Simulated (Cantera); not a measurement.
An isothermal, constant-pressure homogeneous reactor starts with 1.45 % CH4, 98.5 % N2, at 1523 K and 0.0296 atm.

Cantera simulation using GRI-Mech 3.0 (53 species, 325 reactions); the numbers are that mechanism's predictions, not measurements. GRI-Mech 3.0 stops at C3 and has no aromatics, soot or wall deposition, so with more carbon than oxygen in the feed, carbon stays in small species such as C2H2 where larger ones or solid carbon would form. Radical loss at walls, strong at low pressure, is not modelled.

x: mole fraction; the columns are a selection and need not sum to one.

| t (s) | x CH4 | x C2H6 | x CH2 | x C2H | x C2H2 | x H |
|---|---|---|---|---|---|---|
| 7.00e-6 | 0.0145 | <1e-12 | <1e-12 | <1e-12 | <1e-12 | 1.49e-9 |
| 2.54e-5 | 0.0145 | <1e-12 | <1e-12 | <1e-12 | <1e-12 | 4.97e-9 |
| 9.21e-5 | 0.0145 | <1e-12 | <1e-12 | <1e-12 | <1e-12 | 1.37e-8 |
| 0.000334 | 0.0145 | <1e-12 | <1e-12 | <1e-12 | <1e-12 | 2.31e-8 |
| 0.00121 | 0.0145 | 6.01e-12 | 1.51e-12 | <1e-12 | <1e-12 | 2.42e-8 |
| 0.00439 | 0.0145 | 2.88e-10 | 1.42e-11 | <1e-12 | 1.18e-12 | 2.43e-8 |
| 0.0159 | 0.0145 | 1.04e-8 | 1.52e-10 | <1e-12 | 2.17e-10 | 2.54e-8 |
| 0.0578 | 0.0145 | 2.35e-7 | 1.74e-9 | <1e-12 | 3.86e-8 | 3.93e-8 |
| 0.210 | 0.0143 | 3.16e-6 | 1.71e-8 | 2.05e-11 | 6.64e-6 | 2.28e-7 |
| 0.760 | 0.0120 | 1.06e-5 | 6.28e-8 | 1.20e-9 | 0.000652 | 2.58e-6 |
| 2.76 | 0.00670 | 2.86e-6 | 3.68e-8 | 5.01e-9 | 0.00370 | 7.11e-6 |
| 10.0 | (withheld) | (withheld) | (withheld) | (withheld) | (withheld) | (withheld) |

**Question.** Fill in the missing entries.

**Answer.** 
- 10.0, x CH4: 0.00233
- 10.0, x C2H6: 4.21e-7
- 10.0, x CH2: 1.80e-8
- 10.0, x C2H: 8.95e-9
- 10.0, x C2H2: 0.00598
- 10.0, x H: 1.24e-5
